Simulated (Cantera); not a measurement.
A closed system holds: 1 mol PbO, 1.8 mol O2, 1.4 mol H2, at 650 K and 101000 Pa.

Method: chemical equilibrium by Gibbs-energy minimisation in Cantera with the NASA 1993 tables (ideal gas, pure condensed phases). Candidate condensed phases: H2O, Pb, PbO, PbO2, Pb3O4; 12 gas species. Rates play no part.

Base state: H2O 0.600, O2 0.400 (mole fractions); condensed: Pb3O4(s).

Question: What changes in the equilibrium state with this change: PbO replaced by Hg?

Answer: 
```tsv
species	before	after
H2O	0.600	0.648
O2	0.400	0.302
Hg	0	0.0499
Pb3O4(s), mol	0.333	0
HgO(s), mol	0	0.892
```
Further candidate phases: Hg, HgO.
